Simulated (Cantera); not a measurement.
A freely propagating, adiabatic, planar premixed flame of CH4 : CO : O2 : N2 : CO2 = 1 : 0.65 : 3.23 : 12.1 : 2.4 (molar parts), equivalence ratio 0.72, unburnt at 525 K and 1000000 Pa; mixture-averaged transport, grid criteria slope 0.08 and curve 0.16, no radiation.

Model: GRI-Mech 3.0 (53 species, 325 reactions), integrated in Cantera. Burning velocities carry a grid error of a few per cent, more on coarse grids.

What does this change do: N2 12.1 to 9.2 parts?


| quantity | before | after |
|---|---|---|
| laminar burning velocity | 10.1 cm/s | 17.8 cm/s |
| thermal thickness | 0.199 mm | 0.123 mm |
| peak x(C2H6) | 0.000205 | 0.000267 |
| peak x(H) | 9.56e-5 | 0.000225 |
| peak x(OH) | 0.00122 | 0.00248 |

What does this change do: inlet temperature 525 to 325 K?


```json
[
 {"quantity": "laminar burning velocity", "before": "10.1 cm/s", "after": "2.90 cm/s"},
 {"quantity": "thermal thickness", "before": "0.199 mm", "after": "0.377 mm"},
 {"quantity": "peak x(C2H6)", "before": "0.000205", "after": "0.000143"},
 {"quantity": "peak x(H)", "before": "9.56e-5", "after": "2.81e-5"},
 {"quantity": "peak x(OH)", "before": "0.00122", "after": "0.000535"}
]
```
